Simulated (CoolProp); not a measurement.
Vapour-liquid equilibrium of toluene (1) + m-xylene (2) at 0.886 MPa; x and y are mole fractions of (1).

The numbers come from the multi-fluid Helmholtz-energy mixture model, Lemmon 2006 and Zhou 2012; pair parameters Bell 2016 in CoolProp.

```csv
x,"bubble temperature, mixture model (°C)","bubble temperature, Raoult's law (°C)","y, mixture model","y, Raoult's law"
0.05,241.2,241.2,0.075,0.083
0.15,237.0,237.0,0.217,0.233
0.25,232.9,233.2,0.345,0.366
0.35,?,229.5,0.461,0.484
0.45,225.3,226.0,0.565,0.589
0.55,?,222.7,0.659,0.683
0.65,218.8,219.5,0.744,0.767
0.75,215.9,216.5,?,0.842
0.85,?,213.6,0.895,0.910
0.95,210.7,210.9,0.965,0.972
```

Problem. Fill in the missing entries.

Solution. 
- 0.35, bubble temperature, mixture model (°C): 229.0
- 0.55, bubble temperature, mixture model (°C): 221.9
- 0.75, y, mixture model: 0.822
- 0.85, bubble temperature, mixture model (°C): 213.2

The largest gap from Raoult's law is -0.8 K in bubble temperature, at x = 0.55. No azeotrope shows between x = 0.05 and 0.95.

The pair parameters rest on a limited set of measurements; away from them the model extrapolates.
